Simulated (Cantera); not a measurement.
Cantera run, input and output.

```python
import numpy as np
import cantera as ct

gas = ct.Solution("gri30.yaml")
gas.TPX = 1650, 12000, {'CH4': 1, 'H2O': 0.37, 'H2': 0.47}
reactor = ct.IdealGasConstPressureReactor(gas, energy="off", clone=False)
net = ct.ReactorNet([reactor])
net.rtol, net.atol = 1e-08, 1e-18
show = ['CH4', 'H2O', 'H2', 'HO2', 'CH2', 'C2H4']
times = np.geomspace(2e-05, 50, 15)

steps = ct.SolutionArray(gas, extra=["t"])
rows = []
print(f"{'t/s':>10s}{'T/K':>9s}{'P/Pa':>11s}" + "".join(f"{s:>11s}" for s in show))
for t in times:
    while net.time < t:
        t_next = net.step()
        steps.append(gas.state, t=t_next)
    rows.append([np.interp(t, steps.t, y) for y in (steps.T, steps.P, *steps(*show).X.T)])
    print(f"{t:10.3e}{rows[-1][0]:9.1f}{rows[-1][1]:11.4g}" + "".join(f"{x:11.3e}" for x in rows[-1][2:]))
rate = np.gradient(steps.T, steps.t)
print("integrator steps:", len(steps.t))
if steps.T.max() > steps.T[0] + 200:
    print(f"time of steepest temperature rise: {steps.t[rate.argmax()]:.4e} s")
gas.TPX = 1650, 12000, {'CH4': 1, 'H2O': 0.37, 'H2': 0.47}
gas.equilibrate("TP")
print(f"equilibrium (TP): T = {gas.T:.1f} K  " + "  ".join(f"{s} {gas[s].X[0]:.3e}" for s in show))
```

Output:

```
       t/s      T/K       P/Pa        CH4        H2O         H2        HO2        CH2       C2H4
 2.000e-05   1650.0    1.2e+04  5.434e-01  2.011e-01  2.554e-01  5.857e-19  1.073e-10  2.810e-09
 5.728e-05   1650.0    1.2e+04  5.433e-01  2.011e-01  2.555e-01  8.699e-18  9.252e-10  8.415e-08
 1.641e-04   1650.0    1.2e+04  5.431e-01  2.011e-01  2.555e-01  1.067e-16  7.410e-09  2.127e-06
 4.699e-04   1650.0    1.2e+04  5.423e-01  2.010e-01  2.558e-01  7.191e-16  4.904e-08  4.637e-05
 1.346e-03   1650.0    1.2e+04  5.388e-01  2.008e-01  2.577e-01  2.627e-15  2.000e-07  7.154e-04
 3.855e-03   1650.0    1.2e+04  5.206e-01  1.991e-01  2.703e-01  5.501e-15  3.909e-07  5.147e-03
 1.104e-02   1650.0    1.2e+04  4.612e-01  1.918e-01  3.171e-01  7.020e-15  3.744e-07  9.736e-03
 3.162e-02   1650.0    1.2e+04  3.471e-01  1.759e-01  4.110e-01  6.945e-15  3.009e-07  6.009e-03
 9.057e-02   1650.0    1.2e+04  2.051e-01  1.554e-01  5.281e-01  6.648e-15  2.204e-07  2.513e-03
 2.594e-01   1650.0    1.2e+04  9.062e-02  1.352e-01  6.249e-01  7.833e-15  1.486e-07  1.214e-03
 7.430e-01   1650.0    1.2e+04  3.540e-02  1.120e-01  6.812e-01  8.171e-15  9.337e-08  9.657e-04
 2.128e+00   1650.0    1.2e+04  2.017e-02  7.586e-02  7.181e-01  4.260e-15  5.824e-08  8.670e-04
 6.095e+00   1650.0    1.2e+04  1.297e-02  3.251e-02  7.541e-01  7.923e-16  3.113e-08  7.425e-04
 1.746e+01   1650.0    1.2e+04  6.865e-03  4.997e-03  7.778e-01  1.894e-17  1.329e-08  6.604e-04
 5.000e+01   1650.0    1.2e+04  5.028e-03  3.962e-05  7.826e-01  1.198e-21  8.947e-09  6.472e-04
integrator steps: 1563
equilibrium (TP): T = 1650.0 K  CH4 5.009e-03  H2O 1.337e-07  H2 7.827e-01  HO2 1.586e-26  CH2 8.904e-09  C2H4 6.471e-04
```

Model: GRI-Mech 3.0 (53 species, 325 reactions), integrated in Cantera. GRI-Mech 3.0 stops at C3 and has no aromatics, soot or wall deposition, so with more carbon than oxygen in the feed, carbon stays in small species such as C2H2 where larger ones or solid carbon would form.
